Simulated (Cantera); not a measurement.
A Cantera script and what it prints.

```python
import numpy as np
import cantera as ct

gas_names = [...]  # 92 gases of nasa_gas.yaml made of C, H, N
cond_names = """
    C(gr) C6H6(L) C7H8(L) C8H18(L),n-octa
""".split()


# ... load() reads the species with a 1 bar reference pressure and builds the phases ...
atoms = {
    'n-butane': {'C': 4, 'H': 10},
    'NH3': {'N': 1, 'H': 3},
}
top_T = {'C(gr)': 4500}  # K; cautious upper limits of use, not melting points


# ... equilibrate(T, P, feed) seeds the gas with the atoms and calls Mixture.equilibrate('TP', solver="vcs", rtol=1e-11, max_steps=5000) ...
results = []
feed = {'n-butane': 1, 'NH3': 0.2}  # mol
P = 240000  # Pa
for T in [525, 600, 675, 750, 825, 900, 975, 1050, 1125, 1200, 1275, 1350]:
    mix = equilibrate(T, P, feed)
    results.append((T, P, feed, dict(zip(mix.species_names, mix.species_moles))))

top = {s: max(r[3][s] / sum(r[3][g] for g in gas_names) for r in results) for s in gas_names}
cols = sorted((s for s in top if top[s] > 1e-06), key=lambda s: -top[s])[:5]
seen = [c for c in cond_names if any(r[3].get(c, 0) > 1e-12 for r in results)]
print("log10 of partial pressures in bar; condensed amounts in mol")
print(f"{'T/K':>10s}" + "".join(f"{s[:9]:>10s}" for s in cols + seen))
for T, P, feed, n in results:
    ng = sum(n[g] for g in gas_names)
    print(f"{T:10.4g}" + "".join(f"{np.log10(max(n[s] / ng * P / 1e5, 1e-99)):10.3f}" for s in cols)
          + "".join(f"{n.get(c, 0):10.4g}" for c in seen))
```

It prints:

```
log10 of partial pressures in bar; condensed amounts in mol
       T/K        H2       CH4        N2       NH3       HCN     C(gr)
       525    -1.320     0.355    -1.065    -3.261   -12.811     1.378
       600    -0.820     0.335    -1.075    -3.148   -10.894      1.44
       675    -0.437     0.291    -1.096    -3.086    -9.414     1.578
       750    -0.148     0.208    -1.131    -3.080    -8.250     1.829
       825     0.059     0.075    -1.180    -3.132    -7.324     2.213
       900     0.196    -0.113    -1.233    -3.239    -6.577     2.688
       975     0.278    -0.345    -1.279    -3.384    -5.964     3.145
      1050     0.322    -0.598    -1.310    -3.545    -5.448     3.487
      1125     0.345    -0.850    -1.328    -3.704    -5.005       3.7
      1200     0.356    -1.088    -1.338    -3.853    -4.619     3.822
      1275     0.363    -1.308    -1.344    -3.990    -4.279     3.891
      1350     0.366    -1.507    -1.347    -4.115    -3.978     3.931
```

Method: chemical equilibrium by Gibbs-energy minimisation in Cantera with the NASA 1993 tables (ideal gas, pure condensed phases).
